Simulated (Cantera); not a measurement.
What does this Cantera script print?

```python
import numpy as np
import cantera as ct

surf = ct.Interface("ptcombust.yaml", "Pt_surf")
gas = surf.adjacent["gas"]
gas.TPX = 650, 81000, {'H2': 0.007, 'O2': 0.044, 'N2': 0.79, 'H2O': 0.02}
surf.TP = 650, 81000
reactor = ct.FlowReactor(gas, clone=False)
reactor.area = 0.0001  # m2
reactor.surface_area_to_volume_ratio = 86  # 1/m
reactor.mass_flow_rate = 0.38 * reactor.area * gas.density  # inlet velocity 0.38 m/s
reactor.energy_enabled = False
wall = ct.ReactorSurface(surf, reactor, clone=False)
net = ct.ReactorNet([reactor])
net.rtol, net.atol = 1e-8, 1e-16
show, cover = ['H2', 'O2', 'H2O'], ['PT(S)', 'H(S)', 'O(S)', 'OH(S)', 'CO(S)', 'C(S)']

rows = []
print(f"{'z/m':>9s}{'u/(m/s)':>9s}" + "".join(f"{s:>13s}" for s in show + cover))
for z in [3.8e-05, 8.2e-05, 0.00018, 0.00038, 0.00082, 0.0018, 0.0038]:
    net.advance(z)
    rows.append([reactor.speed, *gas[show].X, *surf[cover].coverages])
    print(f"{z:9.4g}{rows[-1][0]:9.3g}" + "".join(f"{x:13.4e}" for x in rows[-1][1:]))
```

Output:

```
      z/m  u/(m/s)           H2           O2          H2O        PT(S)         H(S)         O(S)        OH(S)        CO(S)         C(S)
  3.8e-05     0.38   7.5819e-03   5.0842e-02   2.3786e-02   2.5649e-01   1.2071e-07   7.2535e-01   1.8060e-02   1.6610e-23   2.6686e-27
  8.2e-05     0.38   7.0300e-03   5.0579e-02   2.4346e-02   2.3905e-01   1.0407e-07   7.4312e-01   1.7734e-02   4.3779e-25   1.0367e-28
  0.00018     0.38   6.0422e-03   5.0109e-02   2.5350e-02   2.0739e-01   7.7740e-08   7.7549e-01   1.7025e-02   2.4751e-25   8.1435e-29
  0.00038    0.379   4.6824e-03   4.9461e-02   2.6731e-02   1.6283e-01   4.8201e-08   8.2137e-01   1.5724e-02  -3.5001e-25   6.1460e-29
  0.00082    0.379   3.1149e-03   4.8714e-02   2.8323e-02   1.1001e-01   2.3040e-08   8.7639e-01   1.3554e-02  -4.8063e-25   3.4659e-29
   0.0018    0.379   1.7716e-03   4.8074e-02   2.9687e-02   6.3503e-02   8.6164e-09   9.2574e-01   1.0724e-02   5.9903e-26   1.9852e-29
   0.0038    0.379   9.3525e-04   4.7676e-02   3.0537e-02   3.4088e-02   2.9592e-09   9.5784e-01   8.0592e-03   4.9619e-27   2.0951e-30
```

Computed with Cantera and Deutschmann's 1995 Pt surface mechanism with GRI-Mech 3.0 gas chemistry. Catalytic surfaces can have several steady states; this one follows from the mechanism file's or the stated starting coverage. Mass transfer to the wall is taken as infinitely fast.
